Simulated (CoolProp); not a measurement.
Vapour-liquid equilibrium of R1234yf (1) + R134a (2) at 221 K; x and y are mole fractions of (1).

Values from CoolProp's multi-fluid Helmholtz-energy mixture model, Lemmon 2022 and Tillner-Roth 1994; pair parameters Bell 2022.

| x | bubble pressure, mixture model (bar) | bubble pressure, Raoult's law (bar) | y, mixture model | y, Raoult's law |
|---|---|---|---|---|
| 0.05 | 0.2692 | 0.2630 | 0.083 | 0.063 |
| 0.125 | 0.2818 | 0.2684 | 0.189 | 0.154 |
| 0.2 | 0.2925 | 0.2738 | 0.279 | 0.242 |
| 0.275 | 0.3016 | 0.2791 | 0.358 | 0.326 |
| 0.35 | 0.3092 | 0.2845 | 0.429 | 0.407 |
| 0.425 | 0.3156 | 0.2899 | 0.495 | 0.485 |
| 0.5 | 0.3209 | 0.2952 | 0.558 | 0.561 |
| 0.575 | 0.3252 | 0.3006 | 0.620 | 0.633 |
| 0.65 | 0.3286 | 0.3060 | 0.681 | 0.703 |
| 0.725 | 0.3310 | 0.3114 | 0.743 | 0.771 |
| 0.8 | 0.3325 | 0.3167 | 0.807 | 0.836 |
| 0.875 | 0.3329 | 0.3221 | 0.874 | 0.899 |
| 0.95 | 0.3322 | 0.3275 | 0.948 | 0.960 |

The largest gap from Raoult's law is +8.9 % in bubble pressure, at x = 0.425. y crosses x between x = 0.8 and 0.875: the model has an azeotrope there.

Pair parameters are fitted to limited data, so mixtures are less certain than the pure fluids.
